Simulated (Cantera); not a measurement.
Feed: 1 mol c-C₄F₈, 0.17 mol F₂, equilibrated at 1.30 mbar.

Points: T (K) = 750, 950, 1150, 1350, 1550, 1750, 1950, 2150, 2350, 2550, 2750, 2950, 3150.

Cantera's Mixture.equilibrate('TP', solver="vcs", rtol=1e-11, max_steps=5000) on the NASA tables stopped like this:

```
ERROR: FAILURE its = 5001!

*******************************************************************************
CanteraError thrown by MultiPhase::equilibrate:
VCS solver failed. Return code: -1
*******************************************************************************
```

**Question.** What got this run through?

**Answer.** Several could match; the one computed here: The failure is numerical, not chemical. The same input converged with solver="gibbs", rtol=1e-10, max_steps=50000, and the result passed a check of the equilibrium conditions:
```
log10 of partial pressures in bar; condensed amounts in mol
       T/K       CF4         F       CF2        C3        CF         C        C2     C(gr)
       750    -2.886   -17.425   -15.646   -46.871   -27.191   -41.812   -47.853     1.915
       950    -2.886   -12.800   -11.488   -34.563   -20.026   -31.263   -35.614     1.915
      1150    -2.886    -9.779    -8.787   -26.562   -15.362   -24.384   -27.642     1.915
      1350    -2.886    -7.651    -6.895   -20.952   -12.088   -19.545   -22.044     1.915
      1550    -2.888    -6.071    -5.499   -16.807    -9.665   -15.957   -17.899     1.913
      1750    -2.904    -4.856    -4.436   -13.624    -7.806   -13.192   -14.710      1.89
      1950    -3.025    -3.916    -3.650   -11.106    -6.359   -10.996   -12.182     1.754
      2150    -3.645    -3.281    -3.275    -9.067    -5.316    -9.211   -10.130      1.45
      2350    -5.225    -3.020    -3.500    -7.384    -4.720    -7.732    -8.432     2.248
      2550    -7.119    -2.940    -3.973    -5.973    -4.361    -6.486    -7.004     3.086
      2750    -8.979    -2.932    -4.501    -4.773    -4.116    -5.423    -5.787     2.939
      2950   -10.892    -2.988    -5.138    -3.900    -4.023    -4.558    -4.844         0
      3150   -12.663    -2.992    -5.887    -3.979    -4.178    -4.083    -4.581         0
```

The gas is ideal and each condensed phase is pure. The feed counts by its element totals alone. Condensed phases not in the tables: fluorocarbon polymer. Gases not in the tables: C2F6 and larger saturated fluorocarbons.
